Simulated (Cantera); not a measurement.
Feed: 1 mol MgO, 0.16 mol O2, 0.12 mol SO2, held at 1500 Pa.

These are equilibrium values from Cantera (NASA tables, ideal gas, pure condensed phases), not measurements of a reactor. Candidate condensed phases: Mg, MgO, MgS, MgSO4, S; 14 gas species. Rates play no part. All values below are at 1350 K.

Base state: O2 0.571, SO2 0.426, SO3 0.00346 (mole fractions); condensed: MgO(s).

Problem. What changes in the equilibrium state with this change: pressure from 1500 Pa to 290000 Pa?

Solution. 
| species | before | after |
|---|---|---|
| O2 | 0.571 | 0.930 |
| SO2 | 0.426 | 0.0608 |
| SO3 | 0.00346 | 0.00877 |
| MgO(s), mol | 1.00 | 0.888 |
| MgSO4(s), mol | 0 | 0.112 |
Mutual solubility and eutectic melting of coexisting phases are not modelled.
